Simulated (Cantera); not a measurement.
Input: 1 mol CH3SiCl3, 0.024 mol C2H2, a varied amount of H2, equilibrated at 777 °C and 0.330 bar.

Method: chemical equilibrium by Gibbs-energy minimisation in Cantera with the NASA 1993 tables (ideal gas, pure condensed phases). Candidate condensed phases: C, C6H6, C7H8, C8H18, Si, SiC; 109 gas species. The feed counts by its element totals alone. Rates play no part.

**Question.** At 340 mol H2, list the 4 most abundant gas species with their mole fractions, and the condensed phases.

**Answer.** H2 0.991, HCl 0.00827, CH4 0.000286, SiHCl3 7.01e-5. Condensed: SiC(s).
